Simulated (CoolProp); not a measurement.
Hydrogen chloride along the isobar 8.66 MPa: fugacity coefficient from the reference equation and from simpler models built on Tc = 324.7 K, pc = 8.314 MPa, ω = 0.130; each cubic takes its own stable root.

Values from CoolProp's reference Helmholtz-energy equation of state, Thol 2018.

```tsv
T (K)	phase	reference
302.3	liquid	0.4560
336.7	supercritical	0.6750
371	supercritical	0.7642
405.3	supercritical	0.8214
439.7	supercritical	0.8620
474	supercritical	0.8921
508.3	supercritical	0.9150
542.6	supercritical	0.9330
577	supercritical	0.9473
611.3	supercritical	0.9587
```

### Question
How far does each simpler model (van der Waals, Soave-Redlich-Kwong) lie from the reference over these 10 states: mean and median of the absolute difference, and the worst?

### Answer
- van der Waals: mean 3.7 %, median 1.0 %, worst +23.8 % at 302.3 K and 8.66 MPa
- Soave-Redlich-Kwong: mean 2.9 %, median 2.5 %, worst +6.1 % at 302.3 K and 8.66 MPa
